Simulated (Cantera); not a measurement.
A Cantera script and what it prints.

```python
import numpy as np
import cantera as ct

gas_names = """
    C CH CH2 CH3 CH2OH CH3O CH4 CH3OH CO CO2 COOH C2 C2H CHCO,ketyl C2H2,acetylene C2H2,vinylidene
    CH2CO,ketene C2H3,vinyl CH3CO,acetyl C2H4 C2H4O,ethylen CH3CHO,ethanal CH3COOH (HCOOH)2 C2H5 C2H6
    CH3OCH3 C2H5OH C2O C3 C3H3,propargyl C3H4,allene C3H4,propyne C3H4,cyclo- C3H5,allyl C3H6,propylene
    C3H6,cyclo- C3H6O C3H7,n-propyl C3H7,i-propyl C3H8 C3H8O,1propanol C3H8O,2propanol C3O2 C4 C4H2
    C4H4,1,3-cyclo- C4H6,butadiene C4H6,2-butyne C4H6,cyclo- C4H8,1-butene C4H8,cis2-buten
    C4H8,tr2-butene C4H8,isobutene C4H8,cyclo- (CH3COOH)2 C4H9,n-butyl C4H9,i-butyl C4H9,s-butyl
    C4H9,t-butyl C4H10,isobutane C4H10,n-butane C5 C5H6,1,3cyclo- C5H8,cyclo- C5H10,1-pentene
    C5H10,cyclo- C5H11,pentyl C5H11,t-pentyl C5H12,n-pentane C5H12,i-pentane CH3C(CH3)2CH3 C6H2
    C6H5,phenyl C6H5O,phenoxy C6H6 C6H5OH,phenol C6H10,cyclo- C6H12,1-hexene C6H12,cyclo- C6H13,n-hexyl
    C7H7,benzyl C7H8 C7H8O,cresol C7H14,1-heptene C7H15,n-heptyl C7H16,n-heptane C8H8,styrene
    C8H10,ethylbenz C8H16,1-octene C8H17,n-octyl C8H18,isooctane C8H18,n-octane C9H19,n-nonyl
    C10H8,naphthale C10H21,n-decyl C12H9,o-bipheny C12H10,bipheny H HCO HO2 H2 HCHO,formaldehy HCOOH H2O
    H2O2 O OH O2 O3 Ti TiO TiO2
""".split()
cond_names = """
    C(gr) C6H6(L) C7H8(L) C8H18(L),n-octa H2O(s) H2O(L) Ti(a) Ti(b) Ti(L) TiC(s) TiC(L) TiO(a) TiO(b)
    TiO(L) TiO2(ru) TiO2(L) Ti2O3(a) Ti2O3(b) Ti2O3(L) Ti3O5(a) Ti3O5(b) Ti3O5(L) Ti4O7(s) Ti4O7(L)
""".split()


def load(file, names, dense=False):
    # The tables refer to 1 bar. Condensed volumes are neglected.
    table = {s.name: s for s in ct.Species.list_from_file(file)}
    out = []
    for n in names:
        d = dict(table[n].input_data)
        d["thermo"] = dict(d["thermo"], **{"reference-pressure": 1e5})
        if dense:
            d["equation-of-state"] = {"model": "constant-volume", "density": "1e6 g/cm^3"}
        out.append(ct.Species.from_dict(d))
    return out


gas = ct.Solution(thermo="ideal-gas", species=load("nasa_gas.yaml", gas_names))
cond = {s.name: ct.Solution(thermo="fixed-stoichiometry", species=[s], name=s.name)
        for s in load("nasa_condensed.yaml", cond_names, dense=True)}
atoms = {
    'TiO2': {'Ti': 1, 'O': 2},
    'CH4': {'C': 1, 'H': 4},
    'H2': {'H': 2},
}
top_T = {'C(gr)': 4500}  # K; cautious upper limits of use, not melting points


def equilibrate(T, P, feed):
    n = {}
    for name, mol in feed.items():
        for a, k in atoms[name].items():
            n[a] = n.get(a, 0.0) + k * mol
    gas.TPX = T, P, n
    mass = sum(n.values()) * gas.mean_molecular_weight
    gas.equilibrate("TP")
    valid = [c for c in cond.values() if c.min_temp <= T <= top_T.get(c.name, c.max_temp)]
    mix = ct.Mixture([(gas, mass / gas.mean_molecular_weight)] + [(c, 0.0) for c in valid])
    mix.T, mix.P = T, P
    mix.equilibrate("TP", solver="vcs", rtol=1e-11, max_steps=5000)
    return mix


results = []
feed = {'TiO2': 1, 'CH4': 1.5, 'H2': 0.21}  # mol
P = 390  # Pa
for T in [1625, 1700, 1775, 1850, 1925, 2000, 2075]:
    mix = equilibrate(T, P, feed)
    results.append((T, P, feed, dict(zip(mix.species_names, mix.species_moles))))

top = {s: max(r[3][s] / sum(r[3][g] for g in gas_names) for r in results) for s in gas_names}
cols = sorted((s for s in top if top[s] > 0.001), key=lambda s: -top[s])[:6]
seen = [c for c in cond_names if any(r[3].get(c, 0) > 1e-12 for r in results)]
print("log10 of partial pressures in bar; condensed amounts in mol")
print(f"{'T/K':>10s}" + "".join(f"{s[:9]:>10s}" for s in cols + seen))
for T, P, feed, n in results:
    ng = sum(n[g] for g in gas_names)
    print(f"{T:10.4g}" + "".join(f"{np.log10(max(n[s] / ng * P / 1e5, 1e-99)):10.3f}" for s in cols)
          + "".join(f"{n.get(c, 0):10.4g}" for c in seen))
```

Output:

```
log10 of partial pressures in bar; condensed amounts in mol
       T/K        H2        CO         H    TiC(s)    TiO(b)    TiO(L)  Ti2O3(b)
      1625    -2.537    -3.002    -5.420    0.4001         0         0       0.3
      1700    -2.538    -3.002    -5.101    0.4001         0         0       0.3
      1775    -2.554    -2.962    -4.815    0.2501    0.7499         0         0
      1850    -2.556    -2.963    -4.546    0.2501    0.7498         0         0
      1925    -2.559    -2.964    -4.299    0.2501    0.7497         0         0
      2000    -2.563    -2.966    -4.071    0.2499    0.7489         0         0
      2075    -2.571    -2.969    -3.860    0.2492         0    0.7465         0
```

These are equilibrium values from Cantera (NASA tables, ideal gas, pure condensed phases), not measurements of a reactor. Mutual solubility and eutectic melting of coexisting phases are not modelled. TiC, TiO: taken at fixed stoichiometry. Condensed phases not in the tables: solid solutions among these carbides, nitrides and lower oxides.
